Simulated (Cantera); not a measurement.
Hydrocarbon pyrolysis for carbon deposition

A perfectly stirred reactor is fed with 2.07 % C₂H₆, 97.1 % H₂, 0.867 % H₂O, at 760 Torr; it is held at 1973 K, and followed from long to short residence time.

Computed with Cantera and GRI-Mech 3.0 (53 species, 325 reactions). GRI-Mech 3.0 stops at C3 and has no aromatics, soot or wall deposition, so with more carbon than oxygen in the feed, carbon stays in small species such as C2H2 where larger ones or solid carbon would form.

```csv
τ (s),x C₂H₆,x H₂,x CH₄,x C₂H,x CH₃,x CH₂,x H
0.35,2.81e-7,0.971,0.00366,3.58e-7,9.94e-5,1.75e-7,0.00133
0.15,5.50e-7,0.970,0.00479,3.66e-7,0.000131,2.30e-7,0.00134
0.061,1.20e-6,0.968,0.00658,3.66e-7,0.000181,3.16e-7,0.00134
0.025,2.67e-6,0.966,0.00907,3.52e-7,0.000251,4.38e-7,0.00135
0.010,6.14e-6,0.964,0.0123,3.26e-7,0.000349,6.09e-7,0.00138
0.0043,1.31e-5,0.962,0.0155,3.00e-7,0.000457,8.12e-7,0.00143
0.0018,2.84e-5,0.960,0.0185,2.81e-7,0.000584,1.09e-6,0.00153
```
x: mole fraction; the columns are a selection and need not sum to one.
